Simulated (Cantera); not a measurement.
An isothermal, constant-pressure homogeneous reactor starts with 40.2 % CH4, 34.5 % CO2, 25.3 % H2, at 1473 K and 398 Torr.

Computed with Cantera and GRI-Mech 3.0 (53 species, 325 reactions).

Predict: x(CH4) at 50.0 s; x(CO2) at 50.0 s; x(H2) at 50.0 s; x(C2H6) at 50.0 s; x(H) at 50.0 s; x(C2H2) at 50.0 s.


```
Item                                                 Value
-----------------  ---------------------------------------
x(CH4) at 50.0 s     0.0461 (gas-phase equilibrium 0.0199)
x(CO2) at 50.0 s    0.0251 (gas-phase equilibrium 1.82e-6)
x(H2) at 50.0 s        0.465 (gas-phase equilibrium 0.570)
x(C2H6) at 50.0 s  1.27e-5 (gas-phase equilibrium 2.11e-6)
x(H) at 50.0 s     1.18e-5 (gas-phase equilibrium 1.32e-5)
x(C2H2) at 50.0 s   0.0485 (gas-phase equilibrium 0.00584)
```
